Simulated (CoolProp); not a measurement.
Properties of R1233zd(E) at several states.

Model: reference Helmholtz-energy equation of state, Akasaka 2022, in CoolProp.

```
T (K)  p (bar)   phase  density (kg/m³)  cp (kJ/(kg K))  Joule-Thomson coefficient (K/MPa)  isothermal compressibility (1/MPa)  fugacity coefficient
-----  -------  ------  ---------------  --------------  ---------------------------------  ----------------------------------  --------------------
221.3      141  liquid             1452           1.036                            -0.4687                           0.0008741             0.0003674
366.1     37.7  liquid             1095           1.336                            0.02077                            0.006177                0.2223
418.2      161  liquid             1032           1.336                            0.03120                            0.006625                0.1886
425.9     47.4  liquid            866.9           1.668                              1.274                             0.03195                0.4545
297       1.31  liquid             1266           1.184                            -0.2883                            0.002362                0.9112
187       6.75  liquid             1504          0.9933                            -0.5018                           0.0007287             0.0001896
```
